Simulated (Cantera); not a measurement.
Input: 1 mol Mg(OH)2, 0.044 mol CO2, 0.47 mol H2, equilibrated at 2200 K and 1 atm.

Equilibrium computed with Cantera from the NASA thermochemical tables; the gas is ideal and each condensed phase is pure. Candidate condensed phases: C, C6H6, C7H8, C8H18, H2O, Mg, MgCO3, MgO, Mg(OH)2; 116 gas species. Kinetics and transport are ignored.

Base state: H2O 0.678, H2 0.289, CO 0.0201, CO2 0.00893, H 0.00301, OH 0.000986, Mg(OH)2 0.000114, Mg 8.51e-5 (mole fractions); condensed: MgO(s).

Task: What changes in the equilibrium state with this change: temperature from 2200 K to 1925 K?

Result: 
| species | before | after |
|---|---|---|
| H2O | 0.678 | 0.679 |
| H2 | 0.289 | 0.291 |
| CO | 0.0201 | 0.0188 |
| H | 0.00301 | 0.000513 |
| CO2 | 0.00893 | 0.0102 |
| Mg(OH)2 | 0.000114 | 1.43e-5 |
| Mg | 8.51e-5 | 2.11e-6 |
| MgOH | 5.01e-5 | 1.98e-6 |
| OH | 0.000986 | 0.000103 |
| MgO(s), mol | 1.000 | 1.000 |

Task: What changes in the equilibrium state with this change: temperature from 2200 K to 2148 K?

Result: 
```json
[
 {"species": "H2O", "before": "0.678", "after": "0.679"},
 {"species": "H2", "before": "0.289", "after": "0.289"},
 {"species": "CO", "before": "0.0201", "after": "0.0199"},
 {"species": "H", "before": "0.00301", "after": "0.00223"},
 {"species": "Mg(OH)2", "before": "0.000114", "after": "8.02e-5"},
 {"species": "Mg", "before": "8.51e-5", "after": "4.56e-5"},
 {"species": "MgOH", "before": "5.01e-5", "after": "2.90e-5"},
 {"species": "MgO(s), mol", "before": "1.000", "after": "1.000"}
]
```
